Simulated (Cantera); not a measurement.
**Equilibrium for silicon etching in halogen gases: Si + Cl₂ + N₂ + HF**

Input: 1 mol Si, 4.9 mol Cl₂, 38 mol N₂, 15 mol HF, at 1023.15 K and 23000 Pa.

Method: chemical equilibrium by Gibbs-energy minimisation in Cantera with the NASA 1993 tables (ideal gas, pure condensed phases). Candidate condensed phases: NH₄Cl, Si, Si₃N₄; 49 gas species. Kinetics and transport are ignored.

* **x(N₂)**: 0.668
* **x(HF)**: 0.193
* **x(HCl)**: 0.0703
* **x(Cl₂)**: 0.0508
* **x(SiF₄)**: 0.0176
* **x(Cl)**: 0.000256
* **gas amount**: 56.91 mol
* **log10 activity of Si(s) (absent)**: -38.97
